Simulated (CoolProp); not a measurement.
Vapour-liquid equilibrium of ammonia (1) + n-pentane (2) at 69.75 °C; x and y are mole fractions of (1).

Computed with CoolProp (multi-fluid Helmholtz-energy mixture model, Gao 2020 and Thol 2019; pair parameters Bell 2016).

```json
[
 {"x": "0.05", "bubble pressure, mixture model (bar)": "5.675", "bubble pressure, Raoult's law (bar)": "4.322", "y, mixture model": "0.494", "y, Raoult's law": "0.381"},
 {"x": "0.125", "bubble pressure, mixture model (bar)": "11.10", "bubble pressure, Raoult's law (bar)": "6.581", "y, mixture model": "0.739", "y, Raoult's law": "0.626"},
 {"x": "0.2", "bubble pressure, mixture model (bar)": "16.88", "bubble pressure, Raoult's law (bar)": "8.840", "y, mixture model": "0.824", "y, Raoult's law": "0.745"},
 {"x": "0.275", "bubble pressure, mixture model (bar)": "21.94", "bubble pressure, Raoult's law (bar)": "11.10", "y, mixture model": "0.861", "y, Raoult's law": "0.816"},
 {"x": "0.35", "bubble pressure, mixture model (bar)": "25.64", "bubble pressure, Raoult's law (bar)": "13.36", "y, mixture model": "0.879", "y, Raoult's law": "0.863"},
 {"x": "0.425", "bubble pressure, mixture model (bar)": "27.90", "bubble pressure, Raoult's law (bar)": "15.62", "y, mixture model": "0.888", "y, Raoult's law": "0.896"},
 {"x": "0.5", "bubble pressure, mixture model (bar)": "29.06", "bubble pressure, Raoult's law (bar)": "17.88", "y, mixture model": "0.892", "y, Raoult's law": "0.921"},
 {"x": "0.575", "bubble pressure, mixture model (bar)": "29.64", "bubble pressure, Raoult's law (bar)": "20.13", "y, mixture model": "0.895", "y, Raoult's law": "0.941"},
 {"x": "0.65", "bubble pressure, mixture model (bar)": "30.03", "bubble pressure, Raoult's law (bar)": "22.39", "y, mixture model": "0.898", "y, Raoult's law": "0.956"},
 {"x": "0.725", "bubble pressure, mixture model (bar)": "30.50", "bubble pressure, Raoult's law (bar)": "24.65", "y, mixture model": "0.902", "y, Raoult's law": "0.969"},
 {"x": "0.8", "bubble pressure, mixture model (bar)": "31.13", "bubble pressure, Raoult's law (bar)": "26.91", "y, mixture model": "0.910", "y, Raoult's law": "0.979"},
 {"x": "0.875", "bubble pressure, mixture model (bar)": "31.92", "bubble pressure, Raoult's law (bar)": "29.17", "y, mixture model": "0.927", "y, Raoult's law": "0.988"},
 {"x": "0.95", "bubble pressure, mixture model (bar)": "32.68", "bubble pressure, Raoult's law (bar)": "31.43", "y, mixture model": "0.961", "y, Raoult's law": "0.996"}
]
```

The largest gap from Raoult's law is +97.7 % in bubble pressure, at x = 0.275. No azeotrope shows between x = 0.05 and 0.95.

Pair parameters are fitted to limited data, so mixtures are less certain than the pure fluids. With so large a gap from Raoult's law the liquid may split in two, which this calculation doesn't test in full.
